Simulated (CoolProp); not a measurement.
The numbers come from the reference Helmholtz-energy equation of state, Gao 2022 in CoolProp.

Problem. For n-perfluorohexane, give the phase and the cp (kJ/(kg K)), cv (kJ/(kg K)), isothermal compressibility (1/MPa) at 30.85 °C and 1.37 MPa; 128.15 °C and 1.37 MPa; 140.35 °C and 1.37 MPa.

Solution. 
- 30.85 °C and 1.37 MPa: liquid; cp 1.05, cv 0.860, isothermal compressibility 0.00284
- 128.15 °C and 1.37 MPa: liquid; cp 1.23, cv 0.983, isothermal compressibility 0.0190
- 140.35 °C and 1.37 MPa: liquid; cp 1.28, cv 0.999, isothermal compressibility 0.0312
